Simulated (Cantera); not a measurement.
A closed system holds: 1 mol SiH4, 0.094 mol O2, 14 mol N2, held at 1725 K and 133 Pa.

Cantera equilibrium calculation (NASA polynomials, part measured and part estimated; ideal gas, pure solids and liquids). Candidate condensed phases: H2O, Si, SiO2, Si2N2O, Si3N4; 35 gas species. The tables' values for SiN are old estimates; treat these amounts as uncertain. Equilibrium is a limit: real reactors are often held back by kinetics, nucleation or transport.

Base state: N2 0.863, H2 0.122, SiO 0.0116, H 0.00178, Si 0.000761, Si2N 2.53e-5, SiN 1.44e-5, SiH 1.39e-5 (mole fractions); condensed: Si(l).

### Question
What changes in the equilibrium state with this change: temperature from 1725 K to 1950 K?

### Answer
```csv
species,before,after
N2,0.863,0.844
H2,0.122,0.115
Si,0.000761,0.0179
H,0.00178,0.0107
SiO,0.0116,0.0113
Si2,3.63e-6,0.000164
Si3,9.01e-7,3.60e-5
SiN,1.44e-5,0.000176
SiH,1.39e-5,0.000169
"Si(l), mol",0.798,0.495
```
